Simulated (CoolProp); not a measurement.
Vapour-liquid equilibrium of R1234yf (1) + R227EA (2) at 231.6 K; x and y are mole fractions of (1).

The numbers come from the multi-fluid Helmholtz-energy mixture model, Lemmon 2022 and Lemmon 2016; pair parameters Bell 2016 in CoolProp.

Give the bubble pressure and the first vapour's composition at x = 0.05, 0.15, 0.25. Is there an azeotrope?

x = 0.05: 31.03 kPa, y = 0.095; x = 0.15: 33.96 kPa, y = 0.258; x = 0.25: 36.82 kPa, y = 0.393. No azeotrope shows between x = 0.05 and 0.95.

Pair parameters are fitted to limited data, so mixtures are less certain than the pure fluids.
